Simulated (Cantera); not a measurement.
## Equilibrium for silicon nitride deposition: trisilylamine + NH₃ + H₂

Charge: 1 mol trisilylamine, 18 mol NH₃, 68 mol H₂, held at 55.0 mbar.

These are equilibrium values from Cantera (NASA tables, ideal gas, pure condensed phases), not measurements of a reactor. Candidate condensed phases: Si, Si₃N₄; 18 gas species. The feed counts by its element totals alone. The tables' values for SiN are old estimates; treat these amounts as uncertain. Gases not in the tables: Si₂H₆ and higher silanes. Kinetics and transport are ignored.

| T (°C) | log p H₂ | log p N₂ | log p H | log p Si | log p SiH | log p SiH₂ | log p NH₃ | log p Si₂N | n Si₃N₄(s) | n Si(l) |
|---|---|---|---|---|---|---|---|---|---|---|
| 527 | -1.29 | -2.41 | -12.18 | <-13 | <-13 | <-13 | -5.67 | <-13 | 1.00 | 0 |
| 727 | -1.29 | -2.41 | -9.29 | <-13 | <-13 | <-13 | -6.38 | <-13 | 1.00 | 0 |
| 927 | -1.29 | -2.41 | -7.35 | <-13 | <-13 | -12.64 | -6.86 | <-13 | 1.00 | 0 |
| 1127 | -1.29 | -2.41 | -5.96 | -10.97 | -10.92 | -9.60 | -7.21 | <-13 | 1.00 | 0 |
| 1327 | -1.29 | -2.41 | -4.91 | -7.75 | -8.06 | -7.33 | -7.47 | -9.54 | 1.000 | 0 |
| 1527 | -1.30 | -2.32 | -4.10 | -5.50 | -6.09 | -5.82 | -7.64 | -6.81 | 0 | 2.99 |
| 1727 | -1.30 | -2.32 | -3.44 | -4.36 | -5.18 | -5.28 | -7.81 | -5.99 | 0 | 2.88 |
log p: log10 of the partial pressure in bar; n: condensed amount in mol.

From 527 °C to 1327 °C the condensed part is Si₃N₄(s). From 1527 °C to 1727 °C the condensed part is Si(l).
